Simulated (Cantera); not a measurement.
Equilibrium for abatement and gas-phase synthesis: NF3 + H2O + O2

Feed: 1 mol NF3, 3.5 mol H2O, 0.48 mol O2, held at 2900 °C.

Cantera equilibrium calculation (NASA polynomials, part measured and part estimated; ideal gas, pure solids and liquids). Candidate condensed phases: H2O; 40 gas species. The ideal-gas law is rough above about 30 bar. Kinetics and transport are ignored.

From 10.0 Pa to 3.00e7 Pa nothing is condensed.

| P (Pa) | x H | x HF | x O | x H2O | x F | x O2 | x OH | x N2 | x H2 | x NO |
|---|---|---|---|---|---|---|---|---|---|---|
| 10 | 0.459 | 0.0153 | 0.302 | 6.05e-7 | 0.188 | 0.000231 | 0.000338 | 0.0334 | 0.000309 | 0.000398 |
| 120 | 0.408 | 0.103 | 0.320 | 7.31e-5 | 0.120 | 0.00313 | 0.00383 | 0.0364 | 0.00293 | 0.00153 |
| 1400 | 0.307 | 0.235 | 0.294 | 0.00515 | 0.0311 | 0.0307 | 0.0308 | 0.0418 | 0.0193 | 0.00513 |
| 17000 | 0.137 | 0.338 | 0.149 | 0.0770 | 0.00823 | 0.0963 | 0.0849 | 0.0525 | 0.0468 | 0.0102 |
| 210000 | 0.0301 | 0.405 | 0.0507 | 0.192 | 0.00364 | 0.137 | 0.0782 | 0.0616 | 0.0279 | 0.0131 |
| 2500000 | 0.00520 | 0.431 | 0.0157 | 0.252 | 0.00188 | 0.156 | 0.0497 | 0.0649 | 0.00993 | 0.0144 |
| 30000000 | 0.000833 | 0.439 | 0.00465 | 0.276 | 0.000997 | 0.165 | 0.0284 | 0.0659 | 0.00306 | 0.0149 |
x: gas mole fraction; nothing condenses.
